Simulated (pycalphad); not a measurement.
## Effect of Al content in Ti-Al-C

Computed with pycalphad from the COST 507 light-alloy database (1999), at 1 atm. The database dates from 1999; later assessments differ in places, in temperatures and in the compounds included. Not assessed as a whole: an extrapolation from subsystems, which can miss ternary compounds. Amounts are mole fractions of atoms.

```json
[
 {"alloy": "Ti-1.01Al-0.3371C (wt.%)", "liquidus (°C)": "1668", "first solid": "bcc", "solidus (°C)": "1665", "phases at 877 °C": "hcp 0.98, fcc 0.02"},
 {"alloy": "Ti-3.072Al-0.3425C (wt.%)", "liquidus (°C)": "1680", "first solid": "bcc", "solidus (°C)": "1673", "phases at 877 °C": "hcp 0.97, fcc 0.03"},
 {"alloy": "Ti-4.13Al-0.3452C (wt.%)", "liquidus (°C)": "1686", "first solid": "bcc", "solidus (°C)": "1677", "phases at 877 °C": "hcp 0.96, fcc 0.04"},
 {"alloy": "Ti-6.299Al-0.3508C (wt.%)", "liquidus (°C)": "1696", "first solid": "bcc", "solidus (°C)": "1687", "phases at 877 °C": "hcp 0.96, fcc 0.04"},
 {"alloy": "Ti-8.533Al-0.3566C (wt.%)", "liquidus (°C)": "1702", "first solid": "bcc", "solidus (°C)": "1698", "phases at 877 °C": "hcp 0.96, fcc 0.04"}
]
```

The fcc model also describes the rock-salt carbide or nitride (TiC, TiN, HfC).
